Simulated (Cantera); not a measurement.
Ignition delay

Mixture: 16.4 % CH₄, 14.9 % O₂, 68.6 % N₂, at 0.850 bar, adiabatic and at constant volume. Ignition delay is the time to a rise of 400 K.

Model: GRI-Mech 3.0 (53 species, 325 reactions), integrated in Cantera.

| T0 (K) | delay (ms) |
|---|---|
| 1225 | 63.9 |
| 1325 | 16.5 |
| 1425 | 4.78 |
| 1525 | 1.56 |
| 1625 | 0.592 |
| 1725 | 0.260 |
| 1825 | 0.130 |
| 1925 | 0.0720 |

```yaml
apparent activation energy between 1725 and 1925 K: 180 kJ/mol
```
